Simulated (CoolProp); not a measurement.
A simple Rankine cycle with R141b: condensing at 325.15 K, boiler at 2.5 MPa, turbine inlet 448.1 K, turbine efficiency 0.6, pump efficiency 0.8, no recuperator. Each further row changes one setting.

Values from CoolProp's reference Helmholtz-energy equation of state, Lemmon 2006. It is a short technical equation, of lower accuracy than the large ones.

```csv
case,thermal efficiency (%),net work (kJ/kg),heat in (kJ/kg),turbine exit temperature (K),volume ratio over the turbine
as stated,(withheld),(withheld),286,370.5,15.4
turbine inlet 468.1 K,11.9,37.2,312,395.7,14.3
condensing temperature 317.15 K,12.6,37.1,295,365.7,(withheld)
boiler pressure 1.75 MPa,10.7,32.4,(withheld),389.9,9.52
turbine efficiency 0.5,9.7,27.6,286,(withheld),15.7
```

Problem. Some entries are withheld; supply them.

Solution. 
- as stated, thermal efficiency (%): 11.8
- as stated, net work (kJ/kg): 33.6
- condensing temperature 317.15 K, volume ratio over the turbine: 19.6
- boiler pressure 1.75 MPa, heat in (kJ/kg): 302
- turbine efficiency 0.5, turbine exit temperature (K): 377.3
